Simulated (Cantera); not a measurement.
Feed: 1 mol SiCl₄, 1.4 mol HCl, 0.63 mol H₂, equilibrated at 1150 K and 5.50 bar.

These are equilibrium values from Cantera (NASA tables, ideal gas, pure condensed phases), not measurements of a reactor. Candidate condensed phases: Si; 19 gas species. The tables' values for SiCl₃ are old estimates; treat these amounts as uncertain. Rates play no part.

Base state: HCl 0.465, SiCl₄ 0.327, H₂ 0.205, SiHCl₃ 0.00292, SiCl₃ 0.000255 (mole fractions); condensed: gas only.

Problem. What changes in the equilibrium state with this change: temperature from 1150 K to 1250 K?

Solution. 
```
species    before    after
-------  --------  -------
HCl         0.465    0.468
SiCl₄       0.327    0.324
H₂          0.205    0.202
SiCl₂     2.18e-6  2.50e-5
SiCl₃    0.000255  0.00106
```
